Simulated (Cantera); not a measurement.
Mixture: CO : H2 : O2 : N2 : H2O = 1 : 0.91 : 0.682 : 2.56 : 0.11 (molar parts), equivalence ratio 1.4, at 3750 Torr, adiabatic and at constant pressure. Ignition delay is the time to a rise of 400 K.

Computed with Cantera and GRI-Mech 3.0 (53 species, 325 reactions). The hydrogen kinetics of GRI-Mech 3.0 are dated; newer H2 mechanisms differ, most at raised pressure.

Problem. What does this change do: pressure from 3750 Torr to 7500 Torr?

Solution. 
```csv
quantity,before,after
delay at 998 K,4.29 ms,4.14 ms
delay at 1073 K,0.524 ms,0.741 ms
delay at 1148 K,59.9 µs,0.137 ms
delay at 1223 K,16.9 µs,24.7 µs
delay at 1298 K,9.06 µs,7.26 µs
delay at 1373 K,6.03 µs,3.73 µs
delay at 1448 K,4.46 µs,2.45 µs
apparent activation energy between 1298 and 1448 K,74 kJ/mol,110 kJ/mol
```

Problem. What does this change do: H2 0.91 to 2.3 parts?

Solution. 
| quantity | before | after |
|---|---|---|
| delay at 998 K | 4.29 ms | 4.54 ms |
| delay at 1073 K | 0.524 ms | 0.570 ms |
| delay at 1148 K | 59.9 µs | 64.0 µs |
| delay at 1223 K | 16.9 µs | 17.1 µs |
| delay at 1298 K | 9.06 µs | 8.98 µs |
| delay at 1373 K | 6.03 µs | 5.89 µs |
| delay at 1448 K | 4.46 µs | 4.30 µs |
| apparent activation energy between 1298 and 1448 K | 74 kJ/mol | 77 kJ/mol |
